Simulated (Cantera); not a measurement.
# Diamond growth

A diamond (100) surface in a fixed gas of H2 with x(CH4) = 0.028, x(H) = 0.00091, x(CH3) = 1.9e-05, at 1323 K; coverages are run to steady state.

Cantera simulation using the Harris–Goodwin 1993 mechanism for the reconstructed diamond (100) surface; the numbers are that mechanism's predictions, not measurements.

```json
[
 {"P (Pa)": "1100", "growth (µm/h)": "0.00931", "θ c6HH": "0.424", "θ c6H*": "0.0484", "θ c6*H": "0.499", "θ c6**": "0.0289"},
 {"P (Pa)": "1600", "growth (µm/h)": "0.0165", "θ c6HH": "0.424", "θ c6H*": "0.0484", "θ c6*H": "0.498", "θ c6**": "0.0289"},
 {"P (Pa)": "2500", "growth (µm/h)": "0.0314", "θ c6HH": "0.424", "θ c6H*": "0.0484", "θ c6*H": "0.498", "θ c6**": "0.0289"},
 {"P (Pa)": "3800", "growth (µm/h)": "0.0555", "θ c6HH": "0.424", "θ c6H*": "0.0484", "θ c6*H": "0.498", "θ c6**": "0.0289"},
 {"P (Pa)": "5800", "growth (µm/h)": "0.0962", "θ c6HH": "0.424", "θ c6H*": "0.0484", "θ c6*H": "0.498", "θ c6**": "0.0289"},
 {"P (Pa)": "8800", "growth (µm/h)": "0.163", "θ c6HH": "0.424", "θ c6H*": "0.0484", "θ c6*H": "0.498", "θ c6**": "0.0289"},
 {"P (Pa)": "13000", "growth (µm/h)": "0.268", "θ c6HH": "0.424", "θ c6H*": "0.0484", "θ c6*H": "0.498", "θ c6**": "0.0289"},
 {"P (Pa)": "20000", "growth (µm/h)": "0.467", "θ c6HH": "0.424", "θ c6H*": "0.0484", "θ c6*H": "0.498", "θ c6**": "0.0289"}
]
```
θ: site fractions in the mechanism's names (c6HH fully hydrogenated, c6H* and c6*H radical sites, c6** diradical, c6HM methylated).
